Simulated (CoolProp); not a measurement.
A closed Brayton cycle with nitrogen: compressor inlet 312.15 K and 3.6 MPa, high pressure 8.66 MPa, turbine inlet 760 K, compressor efficiency 0.8, turbine efficiency 0.85, recuperator effectiveness 0.8 (on enthalpy, no pinch check). Each further row changes one setting.

Computed with CoolProp (reference Helmholtz-energy equation of state, Span 2000).

```json
[
 {"case": "as stated", "thermal efficiency (%)": "18.0", "net work (kJ/kg)": "36.0", "compressor to turbine work": "0.77", "compressor exit (K)": "424.2", "turbine exit (K)": "623.0"},
 {"case": "turbine inlet 710 K", "thermal efficiency (%)": "14.3", "net work (kJ/kg)": "[?]", "compressor to turbine work": "0.82", "compressor exit (K)": "424.2", "turbine exit (K)": "[?]"},
 {"case": "compressor inlet 322.15 K", "thermal efficiency (%)": "16.3", "net work (kJ/kg)": "[?]", "compressor to turbine work": "[?]", "compressor exit (K)": "[?]", "turbine exit (K)": "623.0"},
 {"case": "high pressure 7.36 MPa", "thermal efficiency (%)": "[?]", "net work (kJ/kg)": "34.4", "compressor to turbine work": "0.73", "compressor exit (K)": "[?]", "turbine exit (K)": "646.3"},
 {"case": "recuperator effectiveness 0.5", "thermal efficiency (%)": "[?]", "net work (kJ/kg)": "36.0", "compressor to turbine work": "0.77", "compressor exit (K)": "424.2", "turbine exit (K)": "623.0"}
]
```

Some entries are withheld; supply them.


- turbine inlet 710 K, net work (kJ/kg): 25.8
- turbine inlet 710 K, turbine exit (K): 580.7
- compressor inlet 322.15 K, net work (kJ/kg): 32.1
- compressor inlet 322.15 K, compressor to turbine work: 0.79
- compressor inlet 322.15 K, compressor exit (K): 437.6
- high pressure 7.36 MPa, thermal efficiency (%): 18.8
- high pressure 7.36 MPa, compressor exit (K): 401.2
- recuperator effectiveness 0.5, thermal efficiency (%): 13.7
